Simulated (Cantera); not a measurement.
Input (Python, Cantera):

```python
import numpy as np
import cantera as ct

gas = ct.Solution("gri30.yaml")
gas.TPX = 1573, 2000, {'C2H4': 1, 'H2': 2.5, 'N2': 0.31}
reactor = ct.IdealGasConstPressureReactor(gas, energy="off", clone=False)
net = ct.ReactorNet([reactor])
net.rtol, net.atol = 1e-08, 1e-18
show = ['C2H4', 'H2', 'CH2', 'C2H', 'H', 'CH4']
times = np.geomspace(2e-06, 300, 15)

steps = ct.SolutionArray(gas, extra=["t"])
rows = []
print(f"{'t/s':>10s}{'T/K':>9s}{'P/Pa':>11s}" + "".join(f"{s:>11s}" for s in show))
for t in times:
    while net.time < t:
        t_next = net.step()
        steps.append(gas.state, t=t_next)
    rows.append([np.interp(t, steps.t, y) for y in (steps.T, steps.P, *steps(*show).X.T)])
    print(f"{t:10.3e}{rows[-1][0]:9.1f}{rows[-1][1]:11.4g}" + "".join(f"{x:11.3e}" for x in rows[-1][2:]))
rate = np.gradient(steps.T, steps.t)
print("integrator steps:", len(steps.t))
if steps.T.max() > steps.T[0] + 200:
    print(f"time of steepest temperature rise: {steps.t[rate.argmax()]:.4e} s")
gas.TPX = 1573, 2000, {'C2H4': 1, 'H2': 2.5, 'N2': 0.31}
gas.equilibrate("TP")
print(f"equilibrium (TP): T = {gas.T:.1f} K  " + "  ".join(f"{s} {gas[s].X[0]:.3e}" for s in show))
```

Result:

```
       t/s      T/K       P/Pa       C2H4         H2        CH2        C2H          H        CH4
 2.000e-06   1573.0       2000  2.625e-01  6.562e-01  2.555e-15  1.671e-17  1.778e-09  7.072e-16
 7.674e-06   1573.0       2000  2.625e-01  6.562e-01  3.646e-14  2.589e-16  6.488e-09  1.158e-14
 2.945e-05   1573.0       2000  2.624e-01  6.562e-01  4.604e-13  3.746e-15  2.382e-08  3.198e-13
 1.130e-04   1573.0       2000  2.623e-01  6.562e-01  4.596e-12  5.528e-14  9.090e-08  1.769e-11
 4.336e-04   1573.0       2000  2.618e-01  6.564e-01  2.789e-11  8.204e-13  3.495e-07  7.005e-10
 1.664e-03   1573.0       2000  2.598e-01  6.569e-01  1.197e-10  1.234e-11  1.348e-06  1.852e-08
 6.384e-03   1573.0       2000  2.518e-01  6.591e-01  4.564e-10  1.908e-10  5.157e-06  4.926e-07
 2.449e-02   1573.0       2000  2.167e-01  6.686e-01  1.112e-09  2.277e-09  1.454e-05  9.317e-06
 9.399e-02   1573.0       2000  1.120e-01  6.971e-01  8.433e-10  1.066e-08  2.156e-05  5.443e-05
 3.607e-01   1573.0       2000  3.581e-03  7.265e-01  1.399e-10  7.106e-08  8.704e-05  1.219e-04
 1.384e+00   1573.0       2000  4.237e-04  7.272e-01  3.751e-10  2.044e-07  2.476e-04  1.590e-04
 5.310e+00   1573.0       2000  4.235e-04  7.271e-01  6.828e-10  2.044e-07  2.476e-04  3.037e-04
 2.038e+01   1573.0       2000  4.230e-04  7.267e-01  1.790e-09  2.042e-07  2.474e-04  8.260e-04
 7.818e+01   1573.0       2000  4.221e-04  7.258e-01  4.170e-09  2.036e-07  2.468e-04  1.960e-03
 3.000e+02   1573.0       2000  4.219e-04  7.256e-01  4.769e-09  2.034e-07  2.466e-04  2.248e-03
integrator steps: 871
equilibrium (TP): T = 1573.0 K  C2H4 3.752e-04  H2 7.257e-01  CH2 4.498e-09  C2H 1.809e-07  H 2.466e-04  CH4 2.121e-03
```

Detailed kinetics in Cantera: GRI-Mech 3.0 (53 species, 325 reactions). GRI-Mech 3.0 was tuned for natural gas; its chemistry of ethylene as a main component is partial and can be far from experiment. GRI-Mech 3.0 stops at C3 and has no aromatics, soot or wall deposition, so with more carbon than oxygen in the feed, carbon stays in small species such as C2H2 where larger ones or solid carbon would form. Radical loss at walls, strong at low pressure, is not modelled.
